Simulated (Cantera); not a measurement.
An adiabatic, constant-volume homogeneous reactor starts with 3.00 % CH₄, 0.869 % C₂H₆, 0.171 % C₃H₈, 20.2 % O₂, 75.8 % N₂, equivalence ratio 0.49, at 1375 K and 500000 Pa.

Model: GRI-Mech 3.0 (53 species, 325 reactions), integrated in Cantera.

One state of this run: T (K) = 2554; P (bar) = 9.39; x CH₄ = <1e-12; x C₂H₆ = <1e-12; x C₃H₈ = <1e-12; x H₂O = 0.0872; x NO = 0.0163; x CH₂ = <1e-12; x HO₂ = 1.45e-5. x: mole fraction; the columns are a selection and need not sum to one.

### Question
Which value of t (s) does it belong to?
(A) 0.0140
(B) 3.82e-5
(C) 2.00e-6
(D) 5.35e-6

### Answer
A, 0.0140
